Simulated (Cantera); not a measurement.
**Gas activation for diamond growth**

An isothermal, constant-pressure homogeneous reactor starts with CH4 : H2 : N2 : H2O = 0.017 : 1 : 0.00081 : 0.0013 (molar parts), at 2323 K and 0.0170 bar.

Computed with Cantera and GRI-Mech 3.0 (53 species, 325 reactions). GRI-Mech 3.0 stops at C3 and has no aromatics, soot or wall deposition, so with more carbon than oxygen in the feed, carbon stays in small species such as C2H2 where larger ones or solid carbon would form. Radical loss at walls, strong at low pressure, is not modelled.

| t (s) | x CH4 | x H2 | x C2H | x HCN | x H | x C2H2 |
|---|---|---|---|---|---|---|
| 0.000100 | 0.0164 | 0.981 | <1e-12 | <1e-12 | 0.000641 | 1.56e-8 |
| 0.000314 | 0.0160 | 0.979 | 1.32e-10 | 2.87e-12 | 0.00204 | 1.33e-6 |
| 0.000988 | 0.0146 | 0.975 | 2.51e-8 | 2.27e-10 | 0.00625 | 8.23e-5 |
| 0.00311 | 0.00967 | 0.968 | 1.42e-6 | 1.14e-8 | 0.0157 | 0.00183 |
| 0.00977 | 0.00234 | 0.964 | 7.66e-6 | 1.12e-7 | 0.0245 | 0.00632 |
| 0.0307 | 0.000356 | 0.958 | 1.23e-5 | 3.10e-7 | 0.0322 | 0.00763 |
| 0.0965 | 0.000101 | 0.948 | 1.60e-5 | 6.23e-7 | 0.0424 | 0.00752 |
| 0.304 | 1.49e-5 | 0.931 | 2.22e-5 | 1.30e-6 | 0.0593 | 0.00731 |
| 0.954 | 4.00e-6 | 0.914 | 2.90e-5 | 2.13e-6 | 0.0768 | 0.00724 |
| 3.00 | 3.63e-6 | 0.910 | 3.04e-5 | 4.90e-6 | 0.0803 | 0.00722 |
x: mole fraction; the columns are a selection and need not sum to one.

Equilibrium at this temperature and pressure: CH4 3.55e-6, H2 0.910, C2H 2.83e-5, HCN 0.00101, H 0.0803, C2H2 0.00672 (gas phase only).
